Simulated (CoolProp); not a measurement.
Vapour-liquid equilibrium of n-butane (1) + R113 (2) at 356 kPa; x and y are mole fractions of (1).

Values from CoolProp's multi-fluid Helmholtz-energy mixture model, Bücker 2006 and Marx 1992; pair parameters Bell 2016.

Give the bubble temperature and the first vapour's composition at x = 0.15, 0.55, 0.95. Is there an azeotrope?

x = 0.15: 349.2 K, y = 0.405; x = 0.55: 325.3 K, y = 0.823; x = 0.95: 312.3 K, y = 0.984. No azeotrope shows between x = 0.05 and 0.95.

The pair parameters rest on a limited set of measurements; away from them the model extrapolates.
